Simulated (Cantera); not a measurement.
Mixture: CH₄ : C₂H₆ : O₂ : N₂ = 1 : 0.14 : 2.68 : 10.1 (molar parts), equivalence ratio 0.93, at 8250 Torr, adiabatic and at constant pressure. Ignition delay is the time to a rise of 400 K.

Cantera simulation using GRI-Mech 3.0 (53 species, 325 reactions); the numbers are that mechanism's predictions, not measurements.

Task: What does this change do: pressure from 8250 Torr to 17300 Torr?

Result: 
```tsv
quantity	before	after
delay at 1025 K	13.3 ms	7.99 ms
delay at 1125 K	2.31 ms	1.43 ms
delay at 1225 K	0.578 ms	0.357 ms
delay at 1325 K	0.192 ms	0.116 ms
delay at 1425 K	76.4 µs	45.6 µs
apparent activation energy between 1325 and 1425 K	140 kJ/mol	150 kJ/mol
```
The pressure lies above the range GRI-Mech 3.0 was tuned for (to about 10 atm).

Task: What does this change do: CH4 1 to 1.6 parts?

Result: 
```csv
quantity,before,after
delay at 1025 K,13.3 ms,11.7 ms
delay at 1125 K,2.31 ms,2.51 ms
delay at 1225 K,0.578 ms,0.792 ms
delay at 1325 K,0.192 ms,0.300 ms
delay at 1425 K,76.4 µs,0.123 ms
apparent activation energy between 1325 and 1425 K,140 kJ/mol,140 kJ/mol
```

Task: What does this change do: CH4 1 to 0.56 parts?

Result: 
| quantity | before | after |
|---|---|---|
| delay at 1025 K | 13.3 ms | 18.0 ms |
| delay at 1125 K | 2.31 ms | 2.78 ms |
| delay at 1225 K | 0.578 ms | 0.560 ms |
| delay at 1325 K | 0.192 ms | 0.151 ms |
| delay at 1425 K | 76.4 µs | 53.5 µs |
| apparent activation energy between 1325 and 1425 K | 140 kJ/mol | 160 kJ/mol |
